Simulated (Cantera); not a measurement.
An adiabatic, constant-volume homogeneous reactor starts with CO : H2 : CH4 : O2 : N2 = 1 : 0.88 : 0.25 : 1.82 : 12.8 (molar parts), equivalence ratio 0.79, at 1298 K and 0.260 bar.

Computed with Cantera and GRI-Mech 3.0 (53 species, 325 reactions).

**Question.** Predict: time of steepest temperature rise; temperature at 0.900 s; equilibrium temperature; x(CO) at 0.900 s; x(H2) at 0.900 s; x(CO2) at 0.900 s; x(NO2) at 0.900 s; x(HCO) at 0.900 s.

**Answer.** 
| Item | Result |
|---|---|
| time of steepest temperature rise | 0.358 ms |
| temperature at 0.900 s | 2455 K |
| equilibrium temperature | 2455 K |
| x(CO) at 0.900 s | 0.0160 (gas-phase equilibrium 0.0160) |
| x(H2) at 0.900 s | 0.00333 (gas-phase equilibrium 0.00333) |
| x(CO2) at 0.900 s | 0.0619 (gas-phase equilibrium 0.0619) |
| x(NO2) at 0.900 s | 1.73e-6 (gas-phase equilibrium 1.73e-6) |
| x(HCO) at 0.900 s | 2.00e-9 (gas-phase equilibrium 2.00e-9) |
